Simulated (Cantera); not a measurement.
Adiabatic ignition

An adiabatic, constant-pressure homogeneous reactor starts with CH4 : CO : O2 : N2 = 1 : 0.065 : 3.76 : 14.2 (molar parts), at 1650 K and 0.280 bar.

Model: GRI-Mech 3.0 (53 species, 325 reactions), integrated in Cantera.

```csv
t (s),T (K),x CH4,x CO,x O2,x HCN,x NO
3.00e-6,1650,0.0526,0.00342,0.198,<1e-12,<1e-12
8.77e-6,1650,0.0526,0.00342,0.198,<1e-12,<1e-12
2.56e-5,1650,0.0526,0.00342,0.198,<1e-12,<1e-12
7.50e-5,1650,0.0525,0.00342,0.198,<1e-12,<1e-12
0.000219,1650,0.0524,0.00342,0.198,<1e-12,1.72e-12
0.000641,1656,0.0498,0.00375,0.196,1.19e-11,4.62e-11
0.00187,2357,<1e-12,0.0160,0.0889,1.13e-12,0.000291
0.00548,2496,<1e-12,0.0111,0.0882,3.92e-12,0.00196
0.0160,2499,<1e-12,0.0106,0.0862,7.06e-12,0.00620
0.0468,2493,<1e-12,0.0104,0.0836,1.05e-11,0.0119
0.137,2491,<1e-12,0.0104,0.0827,1.14e-11,0.0137
0.400,2491,<1e-12,0.0104,0.0827,1.14e-11,0.0137
```
x: mole fraction; the columns are a selection and need not sum to one.

* **time of steepest temperature rise**: 0.893 ms
* **temperature at 0.400 s**: 2491 K
* **equilibrium temperature**: 2491 K
* **x(CH4) at 0.400 s**: <1e-12 (gas-phase equilibrium <1e-12)
* **x(CO) at 0.400 s**: 0.0104 (gas-phase equilibrium 0.0104)
* **x(O2) at 0.400 s**: 0.0827 (gas-phase equilibrium 0.0827)
